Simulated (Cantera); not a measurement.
Standard-state values (1 bar) from the NASA 1993 polynomials, evaluated with Cantera. Values are per mole of reaction as written; species without (g) are pure solids or liquids, kept so even where they would boil at 1 bar.

CsCl ⇌ Cl(g) + Cs, with ΔH° = 564.1 kJ and ΔS° = 149.2 J/K at 300 K.

Task: How far is the shortcut ΔG° ≈ ΔH°(300 K) − T·ΔS°(300 K) from the full temperature-dependent value at 450, 500, 550, 600, 650, 700, 750, 800, 850 K?

Result: 
```
T (K)  shortcut (kJ)  full (kJ)  difference (kJ)  difference in log10 K  condensed phases
-----  -------------  ---------  ---------------  ---------------------  ----------------
450            497.0      495.9              1.1                  -0.12    CsCl(s), Cs(l)
500            489.5      488.1              1.4                  -0.15    CsCl(s), Cs(l)
550            482.1      480.3              1.7                  -0.17    CsCl(s), Cs(l)
600            474.6      472.5              2.1                  -0.18    CsCl(s), Cs(l)
650            467.1      464.8              2.4                  -0.19    CsCl(s), Cs(l)
700            459.7      457.1              2.6                  -0.19    CsCl(s), Cs(l)
750            452.2      449.4              2.8                  -0.19    CsCl(s), Cs(l)
800            444.8      442.0              2.7                  -0.18    CsCl(s), Cs(l)
850            437.3      434.7              2.6                  -0.16    CsCl(s), Cs(l)
```
The shortcut ignores heat capacities and the phase changes listed.
